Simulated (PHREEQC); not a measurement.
Dissolve 0.2 mol H2SO4, 0.0014 mol MnSO4 and 9.7e-05 mol NiSO4 per kg of water at 25 °C. Closed to the air; pH follows from the charge balance.

Model: ion-association model, wateq4f.dat, run in PHREEQC.

This is a speciation only: nothing precipitates in the calculation.

Task: What pH, ionic strength, activity of water does the model give?

Result: pH 0.75; ionic strength 0.256 mol/kgw; activity of water 0.993.

Task: In which forms is S present?

Result: HSO4- 86 %, SO4-2 13 % of the S.
